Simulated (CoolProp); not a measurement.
Properties of R11 at several states (Tc = 471.1 K, pc = 4.408 MPa, ω = 0.189).

Values from CoolProp's reference Helmholtz-energy equation of state, Jacobsen 1992.

```
T (K)  p (MPa)   phase  cp (kJ/(kg K))  cv (kJ/(kg K))  speed of sound (m/s)  Joule-Thomson coefficient (K/MPa)  fugacity coefficient
-----  -------  ------  --------------  --------------  --------------------  ---------------------------------  --------------------
168.7   0.0998  liquid          0.7742          0.5429                  1215                            -0.5925             0.0001490
440.3     3.91  liquid           1.234          0.6671                 281.5                              1.106                0.5459
251.6     2.12  liquid          0.8419          0.5789                 907.0                            -0.4929              0.007401
194.5     4.48  liquid          0.8035          0.5499                  1154                            -0.5590              7.295e-5
```
